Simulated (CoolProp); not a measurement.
Aqueous sodium chloride as a coolant, at 28 °C, 1 atm.

Computed with CoolProp (Melinder's fits for secondary coolants).

```json
[
 {"mass %": "5.4", "freezing point (°C)": "-3.3", "viscosity (mPa s)": "0.912", "cp (kJ/(kg K))": "3.918", "conductivity (W/(m K))": "0.606", "density (kg/m³)": "1034"},
 {"mass %": "7.3", "freezing point (°C)": "-4.6", "viscosity (mPa s)": "0.946", "cp (kJ/(kg K))": "3.838", "conductivity (W/(m K))": "0.604", "density (kg/m³)": "___"},
 {"mass %": "9.3", "freezing point (°C)": "-6.0", "viscosity (mPa s)": "0.985", "cp (kJ/(kg K))": "3.760", "conductivity (W/(m K))": "0.602", "density (kg/m³)": "___"},
 {"mass %": "11.2", "freezing point (°C)": "-7.5", "viscosity (mPa s)": "1.03", "cp (kJ/(kg K))": "3.689", "conductivity (W/(m K))": "0.600", "density (kg/m³)": "___"},
 {"mass %": "13.2", "freezing point (°C)": "-9.2", "viscosity (mPa s)": "___", "cp (kJ/(kg K))": "3.620", "conductivity (W/(m K))": "0.598", "density (kg/m³)": "1091"},
 {"mass %": "15.1", "freezing point (°C)": "-11.0", "viscosity (mPa s)": "1.12", "cp (kJ/(kg K))": "3.559", "conductivity (W/(m K))": "0.596", "density (kg/m³)": "1106"},
 {"mass %": "17.1", "freezing point (°C)": "-13.1", "viscosity (mPa s)": "1.18", "cp (kJ/(kg K))": "3.498", "conductivity (W/(m K))": "0.594", "density (kg/m³)": "1121"},
 {"mass %": "19", "freezing point (°C)": "-15.2", "viscosity (mPa s)": "1.25", "cp (kJ/(kg K))": "3.444", "conductivity (W/(m K))": "___", "density (kg/m³)": "1136"},
 {"mass %": "21", "freezing point (°C)": "-17.7", "viscosity (mPa s)": "1.33", "cp (kJ/(kg K))": "3.392", "conductivity (W/(m K))": "0.589", "density (kg/m³)": "1152"},
 {"mass %": "23", "freezing point (°C)": "-20.5", "viscosity (mPa s)": "1.42", "cp (kJ/(kg K))": "3.344", "conductivity (W/(m K))": "___", "density (kg/m³)": "1168"}
]
```

**Question.** Fill in the missing entries.

**Answer.** 
- 7.3, density (kg/m³): 1048
- 9.3, density (kg/m³): 1062
- 11.2, density (kg/m³): 1076
- 13.2, viscosity (mPa s): 1.07
- 19, conductivity (W/(m K)): 0.592
- 23, conductivity (W/(m K)): 0.586
